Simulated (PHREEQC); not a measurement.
**Polishing slurry liquid: an equilibrium model**

Make-up at 42 °C: 0.022 mol H2SO4, 0.0081 mol Al(NO3)3 and 0.00024 mol CO2 per kg of water. Closed to the air; pH follows from the charge balance.

Computed with PHREEQC (ion-association model, phreeqc.dat).

Precipitation was switched off in this run.

Q: Predict the pH, density.

A: pH 1.55; density 0.994 g/cm³.

Q: In which forms is Al present?

A: AlSO4+ 66 %, Al+3 29 %, Al(SO4)2- 4.9 % of the Al.

Species that the database lacks are ignored. At this temperature some constants are extrapolated from 25 °C, and those without enthalpy data are left unchanged.
